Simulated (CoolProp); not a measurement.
Vapour-liquid equilibrium of benzene (1) + n-nonane (2) at 235.75 °C; x and y are mole fractions of (1).

Computed with CoolProp (multi-fluid Helmholtz-energy mixture model, Thol 2012 and Lemmon 2006; pair parameters Bell 2016).

```csv
x,"bubble pressure, mixture model (MPa)","bubble pressure, Raoult's law (MPa)","y, mixture model","y, Raoult's law"
0.05,0.7222,0.7160,0.148,0.172
0.2,(withheld),0.9909,(withheld),0.496
0.35,(withheld),1.266,(withheld),0.679
0.5,1.530,1.541,(withheld),0.797
0.65,(withheld),1.816,0.810,0.880
0.8,2.066,2.091,(withheld),0.940
0.95,2.357,2.366,(withheld),0.987
```

### Question
What belongs in the gaps?

### Answer

- 0.2, bubble pressure, mixture model (MPa): 1.003
- 0.2, y, mixture model: 0.430
- 0.35, bubble pressure, mixture model (MPa): 1.270
- 0.35, y, mixture model: 0.596
- 0.5, y, mixture model: 0.714
- 0.65, bubble pressure, mixture model (MPa): 1.792
- 0.8, y, mixture model: 0.895
- 0.95, y, mixture model: 0.974

The largest gap from Raoult's law is -1.3 % in bubble pressure, at x = 0.65. No azeotrope shows between x = 0.05 and 0.95.

The pair parameters rest on a limited set of measurements; away from them the model extrapolates. The gap from Raoult's law changes sign with composition, which may be real or a fault of the pair parameters; it wasn't checked against measurements.
